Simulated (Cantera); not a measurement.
Source: NASA polynomial tables (part measured, part estimated), evaluated in Cantera. Values are per mole of reaction as written; species without (g) are pure solids or liquids, kept so even where they would boil at 1 bar.

4 N2O(g) + 9 CuF2(g) ⇌ 6 NF3(g) + 9 Cu + 2 NO2(g)

| T (K) | ΔH° (kJ) | ΔS° (J/K) | ΔG° (kJ) | log10 K |
|---|---|---|---|---|
| 2148 | 1697.9 | -655.2 | 3105.2 | -75.51 |
| 2248 | 1712.9 | -648.3 | 3170.4 | -73.67 |
| 2348 | 1727.8 | -641.9 | 3234.9 | -71.96 |
| 2448 | 1742.5 | -635.7 | 3298.8 | -70.39 |
| 2548 | ? | ? | ? | ? |
| 2648 | ? | ? | ? | ? |
| 2748 | 1785.8 | -619.0 | 3486.9 | -66.28 |

**Question.** Fill in the missing entries.

**Answer.** 
- 2548, ΔH° (kJ): 1757.1
- 2548, ΔS° (J/K): -629.9
- 2548, ΔG° (kJ): 3362.1
- 2548, log10 K: -68.92
- 2648, ΔH° (kJ): 1771.5
- 2648, ΔS° (J/K): -624.3
- 2648, ΔG° (kJ): 3424.8
- 2648, log10 K: -67.56
